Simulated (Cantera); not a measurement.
# Ammonia decomposition in nitride growth gas

An isothermal, constant-pressure homogeneous reactor starts with 50.0 % NH3, 50.0 % N2, at 2125 K and 465 Torr.

Model: the gas-phase N/H chemistry of the illustrative SiF4/NH3 mechanism in the Surface Chemkin manual (1991), integrated in Cantera. Walls and surfaces, which speed up NH3 decomposition in real reactors, are not modelled.

| t (s) | x NH3 | x N2 | x NH2 | x N2H4 | x NH | x H2 | x N2H2 |
|---|---|---|---|---|---|---|---|
| 6.00e-6 | 0.500 | 0.500 | 0.000140 | 2.13e-9 | 1.02e-7 | 6.97e-5 | 1.71e-8 |
| 3.09e-5 | 0.499 | 0.500 | 0.000704 | 5.46e-8 | 3.47e-6 | 0.000391 | 6.83e-7 |
| 0.000160 | 0.495 | 0.500 | 0.00183 | 3.72e-7 | 1.60e-5 | 0.00390 | 5.86e-6 |
| 0.000823 | 0.471 | 0.500 | 0.00167 | 3.07e-7 | 2.11e-5 | 0.0273 | 5.74e-6 |
| 0.00424 | 0.372 | 0.500 | 0.00124 | 1.69e-7 | 2.62e-5 | 0.127 | 4.04e-6 |
| 0.0219 | 0.133 | 0.500 | 0.000579 | 3.71e-8 | 2.13e-5 | 0.366 | 1.13e-6 |
| 0.113 | 0.00202 | 0.499 | 3.13e-5 | 1.08e-10 | 4.41e-6 | 0.496 | 8.84e-9 |
| 0.582 | 4.71e-5 | 0.499 | 9.40e-7 | <1e-12 | 1.71e-7 | 0.497 | 1.07e-11 |
| 3.00 | 7.81e-6 | 0.499 | 1.56e-7 | <1e-12 | 2.84e-8 | 0.498 | 1.20e-12 |
x: mole fraction; the columns are a selection and need not sum to one.

Equilibrium at this temperature and pressure: NH3 2.54e-6, N2 0.499, NH2 5.06e-8, N2H4 <1e-12, NH 9.23e-9, H2 0.498, N2H2 <1e-12 (gas phase only).
